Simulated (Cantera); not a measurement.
**Stirred combustor or abatement burner**

A perfectly stirred reactor is fed with 5.96 % CH4, 0.572 % C2H6, 19.6 % O2, 73.9 % N2, at 6.20 bar; it is adiabatic with a 700 K inlet, and is followed from long to short residence time, starting on the burning branch (τ in s: 0.17, 0.079, 0.037, 0.017, 0.0078, 0.0036, 0.0017, 0.00078, 0.00036, 0.00017, 7.7e-05).

Model: GRI-Mech 3.0 (53 species, 325 reactions), integrated in Cantera.

| τ (s) | T (K) | x CH4 | x C2H6 | x O2 | x OH | x N2O |
|---|---|---|---|---|---|---|
| 0.17 | 2159 | 4.52e-7 | 6.38e-9 | 0.0550 | 0.00223 | 7.74e-7 |
| 0.079 | 2160 | 9.51e-7 | 1.35e-8 | 0.0555 | 0.00227 | 7.85e-7 |
| 0.037 | 2161 | 1.97e-6 | 2.83e-8 | 0.0559 | 0.00232 | 8.02e-7 |
| 0.017 | 2161 | 4.11e-6 | 6.02e-8 | 0.0561 | 0.00240 | 8.37e-7 |
| 0.0078 | 2159 | 8.30e-6 | 1.27e-7 | 0.0563 | 0.00254 | 9.12e-7 |
| 0.0036 | 2154 | 1.59e-5 | 2.59e-7 | 0.0565 | 0.00279 | 1.04e-6 |
| 0.0017 | 2147 | 2.84e-5 | 5.02e-7 | 0.0568 | 0.00316 | 1.24e-6 |
| 0.00078 | 2133 | 5.00e-5 | 9.70e-7 | 0.0573 | 0.00371 | 1.45e-6 |
| 0.00036 | 2112 | 8.66e-5 | 1.83e-6 | 0.0581 | 0.00436 | 1.59e-6 |
| 0.00017 | 2081 | 0.000150 | 3.37e-6 | 0.0594 | 0.00500 | 1.58e-6 |
| 7.7e-5 | 2034 | 0.000282 | 6.65e-6 | 0.0618 | 0.00551 | 1.44e-6 |
x: mole fraction; the columns are a selection and need not sum to one.
